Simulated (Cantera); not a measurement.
## Transport properties of process gases

Gas mixture: 44.7 % N2, 41.4 % C2H6, 13.8 % C2H4, at 13300 Pa, frozen composition.

Cantera's kinetic-theory transport with the Lennard-Jones parameters of GRI-Mech 3.0, ideal gas; thermal conductivity in the mixture-averaged form. The composition is frozen, though it would react at the higher temperatures.

```tsv
T (K)	ρ (kg/m³)	cp (J/kg/K)	μ (µPa s)	λ (mW/m/K)	Pr	D (cm²/s) OH	D (cm²/s) H	D (cm²/s) CH3
400	0.116	1641	16.0	34.0	0.772	3.31	12.6	2.38
600	0.0772	2089	22.1	56.5	0.816	6.68	25.8	4.87
800	0.0579	2438	27.3	78.9	0.844	10.9	42.4	8.00
1000	0.0463	2719	32.0	100	0.866	15.9	62.0	11.7
1200	0.0386	2929	36.2	121	0.878	21.5	84.3	15.9
1400	0.0331	3093	40.2	140	0.886	27.8	109	20.6
1600	0.0289	3221	44.0	159	0.892	34.7	137	25.7
```
D: mixture-averaged diffusion coefficient of that species in the mixture.
